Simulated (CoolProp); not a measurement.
Vapour-liquid equilibrium of benzene (1) + o-xylene (2) at 3.07 bar; x and y are mole fractions of (1).

Model: multi-fluid Helmholtz-energy mixture model, Thol 2012 and Zhou 2012; pair parameters Bell 2016, in CoolProp.

Task: Give the bubble temperature and the first vapour's composition at x = 0.05, 0.65, 0.725. Is there an azeotrope?

Result: x = 0.05: 186.3 °C, y = 0.145; x = 0.65: 134.1 °C, y = 0.904; x = 0.725: 130.8 °C, y = 0.928. No azeotrope shows between x = 0.05 and 0.95.

Pair parameters are fitted to limited data, so mixtures are less certain than the pure fluids. The gap from Raoult's law changes sign with composition, which may be real or a fault of the pair parameters; it wasn't checked against measurements.
